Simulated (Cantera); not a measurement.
**Reactions in the system C-Cl-Ti**

Source: NASA polynomial tables (part measured, part estimated), evaluated in Cantera. Values are per mole of reaction as written; species without (g) are pure solids or liquids, kept so even where they would boil at 1 bar. TiC: taken at fixed stoichiometry.

TiC + 8 Cl(g) = CCl4(g) + TiCl4

```json
[
 {"T (K)": "448", "ΔH° (kJ)": "-1683.6", "ΔS° (J/K)": "-775.8", "ΔG° (kJ)": "-1336.0", "log10 K": "155.77"},
 {"T (K)": "473", "ΔH° (kJ)": "-1683.1", "ΔS° (J/K)": "-774.9", "ΔG° (kJ)": "-1316.6", "log10 K": "145.40"},
 {"T (K)": "498", "ΔH° (kJ)": "-1682.7", "ΔS° (J/K)": "-774.0", "ΔG° (kJ)": "-1297.2", "log10 K": "136.06"},
 {"T (K)": "523", "ΔH° (kJ)": "-1682.3", "ΔS° (J/K)": "-773.2", "ΔG° (kJ)": "-1277.9", "log10 K": "127.63"},
 {"T (K)": "548", "ΔH° (kJ)": "-1681.9", "ΔS° (J/K)": "-772.4", "ΔG° (kJ)": "-1258.6", "log10 K": "119.97"}
]
```
